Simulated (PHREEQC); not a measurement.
A column of 0.2 m (30 cells, dispersivity 0.007 m, 60 s a shift, diffusion coefficient 3e-10 m²/s) holds 0.029 eq of the database's cation exchanger X per kg of pore water, first in equilibrium with 9 mmol/kgw MnCl2, 0.46 mmol/kgw NH4Cl and 0.01 mmol/kgw HCl. It is flushed with 0.011 mol Na2SO4 and 1e-05 mol HCl per kg of water, at 25 °C. Values are for the last cell. The system is closed to CO2. No solid was allowed to form.

The series has 31 steps of pore volumes, from 0 to 5.017.

Model: ion-association model, phreeqc.dat, run in PHREEQC.

### Question
After how many pore volumes does Na at the outlet first reach half of its feed value?

### Answer
By 1.4 pore volumes.

### Question
After how many pore volumes does S at the outlet first reach half of its feed value?

### Answer
By 1.0 pore volumes.
